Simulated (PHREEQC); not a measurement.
A column of 0.2 m (30 cells, dispersivity 0.016 m, 60 s a shift, diffusion coefficient 3e-10 m²/s) holds 0.0019 eq of the database's cation exchanger X per kg of pore water, first in equilibrium with 0.00062 mol LiCl, 0.00093 mol NaCl, 0.006 mol MgCl2 and 1e-05 mol HCl per kg of water. It is flushed with 2.2 mmol/kgw LiCl, 0.68 mmol/kgw MgSO4 and 0.01 mmol/kgw HCl, at 25 °C. Values are for the last cell. The system is closed to CO2. Precipitation was switched off in this run.

The series has 31 steps of pore volumes, from 0 to 4.017.

Model: ion-association model, phreeqc.dat, run in PHREEQC.

After how many pore volumes does S at the outlet first reach half of its feed value?

By 0.95 pore volumes.
